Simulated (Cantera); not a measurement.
A closed system holds: 1 mol AlN, 0.07 mol HCl, 1.7 mol N2, at 1225 °C and 1 atm.

Equilibrium computed with Cantera from the NASA thermochemical tables; the gas is ideal and each condensed phase is pure. Candidate condensed phases: Al, AlCl3, AlN, NH4Cl; 20 gas species. The tables' values for AlCl2 are old estimates; treat these amounts as uncertain. Rates play no part.

Base state: N2 0.965, H2 0.0149, HCl 0.00979, AlCl3 0.00973, AlCl2 0.000254, AlCl 5.19e-5 (mole fractions); condensed: AlN(s).

**Question.** What changes in the equilibrium state with this change: AlN replaced by Si?

**Answer.** 
```
species         before     after
-------------  -------  --------
N2               0.965     0.941
HCl            0.00979    0.0442
H2              0.0149   0.00960
AlCl3          0.00973         0
SiCl4                0   0.00359
SiCl3                0  0.000983
SiCl2                0  0.000859
AlN(s), mol      0.982         0
Si3N4(s), mol        0     0.331
```
N2 is the only nitrogen source here; it is nearly inert below about 1500 K, so the nitride shown seldom forms there in practice. The tables' values for SiCl3 are old estimates; treat these amounts as uncertain. Further candidate phases: Si, Si3N4.
